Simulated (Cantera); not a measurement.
A closed system holds: 1 mol SiF₄, 0.51 mol NH₃, held at 1448.15 K and 0.310 bar.

Method: chemical equilibrium by Gibbs-energy minimisation in Cantera with the NASA 1993 tables (ideal gas, pure condensed phases). Candidate condensed phases: Si, Si₃N₄; 37 gas species. The tables' values for SiF₃, SiF₂ are old estimates; treat these amounts as uncertain. Rates play no part.

Base state: SiF₄ 0.481, H₂ 0.369, N₂ 0.126, HF 0.0120, SiF₃ 0.00690, SiHF₃ 0.00493, SiF₂ 6.19e-5, SiH₂F₂ 2.33e-5 (mole fractions); condensed: gas only.

Question: What changes in the equilibrium state with this change: temperature from 1448.15 K to 1575 K?

Answer: 
```json
[
 {"species": "SiF₄", "before": "0.481", "after": "0.467"},
 {"species": "H₂", "before": "0.369", "after": "0.360"},
 {"species": "N₂", "before": "0.126", "after": "0.125"},
 {"species": "HF", "before": "0.0120", "after": "0.0240"},
 {"species": "SiF₃", "before": "0.00690", "after": "0.0175"},
 {"species": "SiF₂", "before": "6.19e-5", "after": "0.000331"},
 {"species": "H", "before": "1.01e-5", "after": "4.48e-5"},
 {"species": "SiH₂F₂", "before": "2.33e-5", "after": "3.17e-5"}
]
```
